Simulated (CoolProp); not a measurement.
Ethylene at several states: Z from the reference equation and from simpler models built on Tc = 282.4 K, pc = 5.042 MPa, ω = 0.087; each cubic takes its own stable root.

Computed with CoolProp (reference Helmholtz-energy equation of state, Smukala 2000).

```tsv
T (K)	p (MPa)	phase	reference
115.9	8.12	liquid	0.3672
114	0.0231	liquid	0.001065
190	0.112	gas	0.9746
```

**Question.** How far does each simpler model (van der Waals, Redlich-Kwong, Peng-Robinson) lie from the reference over these 3 states: mean and median of the absolute difference, and the worst?

**Answer.** 
- van der Waals: mean 30955.0 %, median 53.4 %, worst +92810.8 % at 114 K and 0.0231 MPa
- Redlich-Kwong: mean 2.6 %, median 3.8 %, worst +3.8 % at 115.9 K and 8.12 MPa
- Peng-Robinson: mean 4.6 %, median 6.9 %, worst -6.9 % at 114 K and 0.0231 MPa

At some of these states van der Waals gives the other phase, because its saturation line lies elsewhere.
